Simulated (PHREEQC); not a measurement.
Ultrapure water in contact with air or piping: an equilibrium model

Synthetic water in mg/kgw, 25 °C, pH 5.85, pe 8.5:

```csv
constituent,mg/kgw
Na,0.135
K,0.000123
Ca,0.0524
Mg,0.000383
Cl,0.0583
S(6) as SO4,0.213
Alkalinity as HCO3,0.16
N(5) as NO3,0.00166
Cu(2),0.00804
B,0.00063
Si as SiO2,0.00482
F,5.09e-05
O(0) (dissolved oxygen),0.00213
```

Valence states are taken as typed.

All values are PHREEQC results (ion-association model, wateq4f.dat), not measurements.

Precipitation was switched off in this run.

### Question
Predict the charge-balance error.

### Answer
charge-balance error 0.2 %.

### Question
In which forms is Cu present?

### Answer
Cu+2 98 %, Cu(OH)2 1.0 %, CuOH+ 0.7 % of the Cu.

SiF6-2 is the database's only silicon fluoride. Real BF4- forms and hydrolyses slowly; the run takes it at equilibrium.
